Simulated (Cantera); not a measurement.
Feed: 1 mol CS2, 0.063 mol H2O, 3.4 mol O2, held at 2325 °C and 13.3 mbar.

Cantera equilibrium calculation (NASA polynomials, part measured and part estimated; ideal gas, pure solids and liquids). Candidate condensed phases: C, C6H6, C7H8, C8H18, H2O, H2SO4, S; 123 gas species. The numbers say what is thermodynamically allowed, not how fast it happens.

Base state: SO2 0.398, O2 0.168, CO 0.136, CO2 0.106, O 0.0820, SO 0.0809, OH 0.0110, H 0.00946 (mole fractions); condensed: gas only.

Problem. What changes in the equilibrium state with this change: temperature from 2325 °C to 1652 °C?

Solution. 
```tsv
species	before	after
SO2	0.398	0.574
CO2	0.106	0.283
O2	0.168	0.117
CO	0.136	0.00493
SO	0.0809	0.00106
O	0.0820	0.00109
OH	0.0110	0.00148
H2O	0.00414	0.0173
S2	4.96e-5	1.79e-9
S	0.00397	7.00e-7
```

Problem. What changes in the equilibrium state with this change: CS2 replaced by SF6?

Solution. 
```
species    before    after
-------  --------  -------
F               0    0.589
O2          0.168    0.207
O          0.0820   0.0909
SO2         0.398   0.0841
CO          0.136        0
CO2         0.106        0
HF              0   0.0126
OH         0.0110  8.04e-6
SO         0.0809   0.0154
H2O       0.00414  1.99e-9
H2       0.000822    <1e-9
```
